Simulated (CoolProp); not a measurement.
The numbers come from the reference Helmholtz-energy equation of state, Aleksandrov 2011 in CoolProp. It is a short technical equation, of lower accuracy than the large ones.

**Question.** For n-undecane, give the phase and the Joule-Thomson coefficient (K/MPa) at 489.1 K and 7.96 MPa; 472.8 K and 0.0252 MPa; 570 K and 0.0841 MPa.

**Answer.** 
- 489.1 K and 7.96 MPa: liquid; Joule-Thomson coefficient -0.201
- 472.8 K and 0.0252 MPa: gas; Joule-Thomson coefficient 27.1
- 570 K and 0.0841 MPa: gas; Joule-Thomson coefficient 12.7
